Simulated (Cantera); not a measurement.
Mixture: 2.32 % CH4, 20.5 % O2, 77.2 % N2, equivalence ratio 0.23, at 1.80 bar, adiabatic and at constant volume. Ignition delay is the time to a rise of 400 K.

Detailed kinetics in Cantera: GRI-Mech 3.0 (53 species, 325 reactions).

Problem. Predict: delay at 1048 K; delay at 1148 K; delay at 1248 K; delay at 1348 K; delay at 1448 K; delay at 1548 K; apparent activation energy between 1348 and 1548 K.

Solution. delay at 1048 K: 0.130 s
delay at 1148 K: 27.1 ms
delay at 1248 K: 6.83 ms
delay at 1348 K: 2.07 ms
delay at 1448 K: 0.759 ms
delay at 1548 K: 0.334 ms
apparent activation energy between 1348 and 1548 K: 160 kJ/mol
